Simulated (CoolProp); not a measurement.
Dimethyl ether at 222.39 K and 0.162 MPa is throttled through a valve to 0.0543 MPa with no heat exchange. Each further row changes one setting.

Computed with CoolProp (reference Helmholtz-energy equation of state, Wu 2011).

```
case                        temperature change (K)  final phase  final density (kg/m³)
--------------------------  ----------------------  -----------  ---------------------
as stated                                     +0.0       liquid                    770
outlet pressure 0.0163 MPa                     ___          ___                    ___
outlet pressure 0.0706 MPa                    +0.0       liquid                    770
```

Problem. Complete the blanks.

Solution. 
- outlet pressure 0.0163 MPa, temperature change (K): -9.2
- outlet pressure 0.0163 MPa, final phase: two-phase, vapour fraction 0.040
- outlet pressure 0.0163 MPa, final density (kg/m³): 10.6
